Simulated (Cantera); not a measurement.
A perfectly stirred reactor is fed with N2O : H2 : N2 = 1 : 0.013 : 0.54 (molar parts), at 0.0730 atm; it is held at 1323 K, and followed from long to short residence time.

Detailed kinetics in Cantera: GRI-Mech 3.0 (53 species, 325 reactions). GRI-Mech 3.0 was tuned for natural gas; its chemistry of N2O as a main component is partial and can be far from experiment. The mechanism lacks the step 2 NO + O2 → 2 NO2, which can matter for NO2 below about 1400 K. The temperature is held fixed by assumption; the heat of reaction is taken as removed at once.

| quantity | before | after |
|---|---|---|
| x(N2O) at τ = 3.40 s | 0.234 | 0.0198 |
| x(H2) at τ = 3.40 s | 2.86e-5 | 5.10e-6 |
| x(HO2) at τ = 3.40 s | 8.14e-8 | 7.24e-8 |
| x(N2) at τ = 3.40 s | 0.585 | 0.692 |
| x(NO) at τ = 3.40 s | 0.0435 | 0.0962 |
| x(N2O) at τ = 50.0 ms | 0.621 | 0.420 |
| x(H2) at τ = 50.0 ms | 0.00123 | 0.000228 |
| x(HO2) at τ = 50.0 ms | 4.19e-6 | 2.26e-6 |
| x(N2) at τ = 50.0 ms | 0.364 | 0.471 |
| x(NO) at τ = 50.0 ms | 0.00173 | 0.0397 |

Q: Name the change that produced these shifts.
A) N2 0.54 to 1.7 parts
B) temperature 1323 to 1300 K
C) temperature 1323 to 1550 K
D) temperature 1323 to 1450 K

A: C, temperature 1323 to 1550 K
